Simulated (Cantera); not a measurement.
Equilibrium for iron carbonyl, mercury and lead vapours: Pb + O2 + N2

A closed system holds: 1 mol Pb, 0.033 mol O2, 2.7 mol N2, held at 260 Pa.

These are equilibrium values from Cantera (NASA tables, ideal gas, pure condensed phases), not measurements of a reactor. Candidate condensed phases: Pb, PbO, PbO2, Pb3O4; 12 gas species. Each liquid is taken as pure. Mutual solubility and eutectic melting of coexisting phases are not modelled. Equilibrium is a limit: real reactors are often held back by kinetics, nucleation or transport.

| T (K) | x N2 | x Pb | x PbO | x O2 | n Pb(s) | n PbO(red) | n Pb(l) | n PbO(yellow) | n PbO(l) |
|---|---|---|---|---|---|---|---|---|---|
| 473 | 1.00 | <1e-12 | <1e-12 | <1e-12 | 0.934 | 0.0660 | 0 | 0 | 0 |
| 573 | 1.00 | 3.20e-10 | <1e-12 | <1e-12 | 0.934 | 0.0660 | 0 | 0 | 0 |
| 673 | 1.00 | 1.18e-7 | 9.07e-12 | <1e-12 | 0 | 0.0660 | 0.934 | 0 | 0 |
| 773 | 1.000 | 8.88e-6 | 6.17e-9 | <1e-12 | 0 | 0 | 0.934 | 0.0660 | 0 |
| 873 | 1.000 | 0.000245 | 9.07e-7 | <1e-12 | 0 | 0 | 0.933 | 0.0660 | 0 |
| 973 | 0.997 | 0.00336 | 4.65e-5 | 3.16e-11 | 0 | 0 | 0.925 | 0.0659 | 0 |
| 1073 | 0.971 | 0.0281 | 0.00112 | 4.76e-9 | 0 | 0 | 0.856 | 0.0629 | 0 |
| 1173 | 0.823 | 0.162 | 0.0149 | 2.79e-7 | 0 | 0 | 0.402 | 0 | 0.0173 |
| 1273 | 0.730 | 0.252 | 0.0178 | 1.27e-6 | 0 | 0 | 0 | 0 | 0 |
| 1373 | 0.730 | 0.252 | 0.0178 | 7.19e-6 | 0 | 0 | 0 | 0 | 0 |
x: gas mole fraction; n: condensed amount in mol.

From 473 K to 573 K the condensed part is Pb(s) + PbO(red). At 673 K the condensed part is Pb(l) + PbO(red). From 773 K to 1073 K the condensed part is Pb(l) + PbO(yellow). At 1173 K the condensed part is Pb(l) + PbO(l). From 1273 K to 1373 K nothing is condensed.
